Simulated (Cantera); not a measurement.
Cantera run, input and output.

```python
import numpy as np
import cantera as ct

surf = ct.Interface("diamond.yaml", "diamond_100")
gas, bulk = surf.adjacent["gas"], surf.adjacent["diamond"]
k = surf.kinetics_species_index(bulk.species_names[0])
cover = ["c6HH", "c6H*", "c6*H", "c6**", "c6HM", "c6B"]

rows, drift = [], 0.0
print(f"{'P':>10s}{'um/h':>11s}" + "".join(f"{s:>11s}" for s in cover))
for v in [580, 890, 1400, 2100, 3300, 5000, 7700, 12000]:
    T, P, xH, xCH3 = 1050, v, 0.0018, 9.2e-05
    gas.TPX = T, P, {"H": xH, "CH3": xCH3, "CH4": 0.011, "H2": 1 - xH - xCH3 - 0.011}
    surf.TP = bulk.TP = T, P
    surf.coverages = "c6H*:0.1, c6HH:0.9"
    surf.advance_coverages(100.0)
    before = surf.coverages
    surf.advance_coverages(100.0)
    drift = max(drift, np.max(np.abs(surf.coverages - before) / (surf.coverages + 1e-9)))
    rate = surf.net_production_rates[k] * bulk.mean_molecular_weight / bulk.density * 3.6e9
    rows.append([rate, *surf[cover].coverages])
    print(f"{v:10.4g}{rate:11.4e}" + "".join(f"{x:11.3e}" for x in rows[-1][1:]))
```

Result:

```
         P       um/h       c6HH       c6H*       c6*H       c6**       c6HM        c6B
       580 9.2553e-02  5.517e-01  2.261e-02  4.049e-01  1.261e-02  5.532e-03  2.511e-10
       890 1.8609e-01  5.502e-01  2.255e-02  4.037e-01  1.258e-02  7.462e-03  5.050e-10
      1400 3.7634e-01  5.484e-01  2.247e-02  4.023e-01  1.253e-02  9.790e-03  1.021e-09
      2100 6.8143e-01  5.467e-01  2.240e-02  4.010e-01  1.249e-02  1.196e-02  1.849e-09
      3300 1.2655e+00  5.449e-01  2.233e-02  3.996e-01  1.245e-02  1.426e-02  3.434e-09
      5000 2.1536e+00  5.435e-01  2.227e-02  3.985e-01  1.242e-02  1.610e-02  5.844e-09
      7700 3.6233e+00  5.423e-01  2.223e-02  3.975e-01  1.239e-02  1.765e-02  9.832e-09
   1.2e+04 6.0185e+00  5.414e-01  2.221e-02  3.968e-01  1.237e-02  1.886e-02  1.633e-08
```

Model: the Harris–Goodwin 1993 mechanism for the reconstructed diamond (100) surface, integrated in Cantera.
